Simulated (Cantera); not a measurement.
Input: 1 mol CH3SiH3, 0.0054 mol C2H4, 9.1 mol H2, held at 10.0 Torr.

Equilibrium computed with Cantera from the NASA thermochemical tables; the gas is ideal and each condensed phase is pure. Candidate condensed phases: C, C6H6, C7H8, C8H18, Si, SiC; 87 gas species. The feed counts by its element totals alone. Gases not in the tables: Si2H6 and higher silanes. The numbers say what is thermodynamically allowed, not how fast it happens.

### Question
Which condensed phases are stable at each of these points (T (K)): 1750, 1825, 1900, 1975, 2050, 2125, 2200, 2275?

### Answer
```csv
T (K),condensed phases,Si condensed (%)
1750,C(graphite) + SiC(s),100.0
1825,C(graphite) + SiC(s),100.0
1900,C(graphite) + SiC(s),99.9
1975,SiC(s),99.8
2050,SiC(s),99.3
2125,SiC(s),98.0
2200,SiC(s),95.0
2275,C(graphite) + SiC(s),87.4
```

From 1750 K to 1900 K the condensed part is C(graphite) + SiC(s). From 1975 K to 2200 K the condensed part is SiC(s). At 2275 K the condensed part is C(graphite) + SiC(s).
